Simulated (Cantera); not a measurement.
# Ignition delay

Mixture: 9.09 % C3H8, 23.9 % O2, 67.0 % N2, at 10.0 bar, adiabatic and at constant volume. Ignition delay is the time to a rise of 400 K.

Computed with Cantera and GRI-Mech 3.0 (53 species, 325 reactions). GRI-Mech 3.0 was tuned for natural gas; its chemistry of propane as a main component is partial and can be far from experiment.

```
T0 (K)  delay (ms)
------  ----------
1150          3.60
1250         0.567
1350         0.108
1450        0.0271
1550       0.00908
1650       0.00390
```

apparent activation energy between 1450 and 1650 K: 190 kJ/mol
